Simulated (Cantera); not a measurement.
Input: 1 mol BF3, 1 mol H2O, 0.12 mol H2, equilibrated at 1400 Pa.

Cantera equilibrium calculation (NASA polynomials, part measured and part estimated; ideal gas, pure solids and liquids). Candidate condensed phases: B, B2O3, B3O3H3, H2O; 43 gas species. The tables' values for BF2 are old estimates; treat these amounts as uncertain. Gases not in the tables: H3BO3. Kinetics and transport are ignored.

log p: log10 of the partial pressure in bar; n: condensed amount in mol.

| T (K) | log p HF | log p BOF | log p BF3 | log p H2O | log p H2 | log p B3O3F3 | log p HBO2 | n B2O3(l) |
|---|---|---|---|---|---|---|---|---|
| 1273 | -2.21 | -3.06 | -2.51 | -2.57 | -3.16 | -3.38 | -3.94 | 0.0432 |
| 1423 | -2.17 | (withheld) | (withheld) | (withheld) | -3.21 | (withheld) | (withheld) | 0 |
| 1573 | -2.11 | -2.44 | -3.00 | -3.07 | -3.24 | -5.75 | -3.85 | 0 |
| 1723 | -2.08 | -2.39 | (withheld) | (withheld) | -3.26 | (withheld) | (withheld) | 0 |
| 1873 | -2.06 | -2.37 | -3.54 | -3.62 | -3.27 | -8.42 | -4.33 | 0 |
| 2023 | -2.06 | -2.36 | -3.77 | -3.84 | -3.28 | -9.50 | -4.54 | 0 |
| 2173 | -2.05 | -2.36 | -3.98 | -4.04 | -3.32 | -10.43 | -4.72 | 0 |

**Question.** Some entries are withheld; supply them.

**Answer.** 
- 1423, log p BOF: -2.55
- 1423, log p BF3: -2.72
- 1423, log p H2O: -2.78
- 1423, log p B3O3F3: -4.20
- 1423, log p HBO2: -3.64
- 1723, log p BF3: -3.29
- 1723, log p H2O: -3.36
- 1723, log p B3O3F3: -7.18
- 1723, log p HBO2: -4.10
